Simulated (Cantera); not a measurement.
Input (Python, Cantera):

```python
import numpy as np
import cantera as ct

gas = ct.Solution("h2o2.yaml")
gas.TPX = 325, 1000000, {'H2': 1, 'O2': 0.51, 'N2': 1.92}
inlet = ct.Reservoir(gas, clone=True)
gas.equilibrate("HP")  # start burning
reactor = ct.IdealGasConstPressureReactor(gas, energy="on", clone=False)
exhaust = ct.Reservoir(gas, clone=True)
tau = [0.23, 0.074, 0.024, 0.0077, 0.0025, 0.00079, 0.00026, 8.2e-05, 2.6e-05][0]
for a, b in ((inlet, reactor), (reactor, exhaust)):
    ct.MassFlowController(a, b, mdot=lambda t: reactor.mass / tau)
net = ct.ReactorNet([reactor])
show = ['H2', 'O2', 'H2O', 'O', 'H', 'OH', 'H2O2']

rows = []
print(f"{'tau/s':>10s}{'T/K':>9s}" + "".join(f"{s:>11s}" for s in show))
for tau in [0.23, 0.074, 0.024, 0.0077, 0.0025, 0.00079, 0.00026, 8.2e-05, 2.6e-05]:
    net.initial_time = 0.0
    net.advance(30 * tau)
    before = gas.X
    net.advance(40 * tau)
    drift = np.max(np.abs(gas.X - before) / (gas.X + 1e-9))
    rows.append([gas.T, *gas[show].X, drift])
    print(f"{tau:10.3e}{gas.T:9.1f}" + "".join(f"{x:11.3e}" for x in gas[show].X))
```

Output:

```
     tau/s      T/K         H2         O2        H2O          O          H         OH       H2O2
 2.300e-01   2446.8  6.557e-03  5.416e-03  3.303e-01  2.602e-04  5.125e-04  5.017e-03  4.828e-07
 7.400e-02   2446.5  6.594e-03  5.432e-03  3.302e-01  2.616e-04  5.169e-04  5.029e-03  4.847e-07
 2.400e-02   2445.6  6.707e-03  5.480e-03  3.300e-01  2.660e-04  5.302e-04  5.065e-03  4.905e-07
 7.700e-03   2442.7  7.044e-03  5.624e-03  3.295e-01  2.792e-04  5.707e-04  5.171e-03  5.079e-07
 2.500e-03   2435.1  7.940e-03  6.008e-03  3.282e-01  3.170e-04  6.867e-04  5.460e-03  5.560e-07
 7.900e-04   2416.6  1.004e-02  6.906e-03  3.251e-01  4.197e-04  1.005e-03  6.148e-03  6.771e-07
 2.600e-04   2382.1  1.373e-02  8.506e-03  3.195e-01  6.499e-04  1.735e-03  7.356e-03  9.128e-07
 8.200e-05   2322.3  1.958e-02  1.113e-02  3.103e-01  1.146e-03  3.384e-03  9.136e-03  1.319e-06
 2.600e-05   2230.3  2.758e-02  1.497e-02  2.971e-01  2.079e-03  6.714e-03  1.108e-02  1.904e-06
```

Cantera simulation using the H2/O2 subset of GRI-Mech 3.0, which has no nitrogen chemistry; the numbers are that mechanism's predictions, not measurements. The hydrogen kinetics of GRI-Mech 3.0 are dated; newer H2 mechanisms differ, most at raised pressure.
